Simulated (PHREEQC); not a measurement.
Brine: an equilibrium model

Consider water at 25 °C with 4.7 mol LiCl, 3.6 mol MnCl2 and 4.8e-05 mol H4SiO4 per kg of water. Closed to the air; pH follows from the charge balance.

All values are PHREEQC results (Pitzer model, pitzer.dat), not measurements.

No solid was allowed to form.

Question: What pH, activity of water does the model give?

Answer: pH 4.99; activity of water 0.436.

In brines, pH and single-ion activities rest on the MacInnes convention.
